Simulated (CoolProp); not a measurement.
cis-2-butene along the isobar 6.91 MPa: density (kg/m³) from the reference equation and from simpler models built on Tc = 435.8 K, pc = 4.236 MPa, ω = 0.202; each cubic takes its own stable root.

Model: reference Helmholtz-energy equation of state, Lemmon 2005, in CoolProp. It is a short technical equation, of lower accuracy than the large ones.

| T (K) | phase | reference |
|---|---|---|
| 165.2 | liquid | 761.1 |
| 176.9 | liquid | 749.3 |
| 188.6 | liquid | 737.6 |
| 200.2 | liquid | 726.0 |
| 211.9 | liquid | 714.3 |
| 223.5 | liquid | 702.7 |
| 235.2 | liquid | 690.9 |
| 246.9 | liquid | 679.1 |
| 258.5 | liquid | 667.2 |
| 270.2 | liquid | 655.0 |
| 281.8 | liquid | 642.8 |
| 293.5 | liquid | 630.2 |

Problem. How far does each simpler model (van der Waals, Redlich-Kwong) lie from the reference over these 12 states: mean and median of the absolute difference, and the worst?

Solution. 
- van der Waals: mean 37.8 %, median 37.7 %, worst -39.2 % at 165.2 K and 6.91 MPa
- Redlich-Kwong: mean 9.1 %, median 8.9 %, worst -10.0 % at 165.2 K and 6.91 MPa
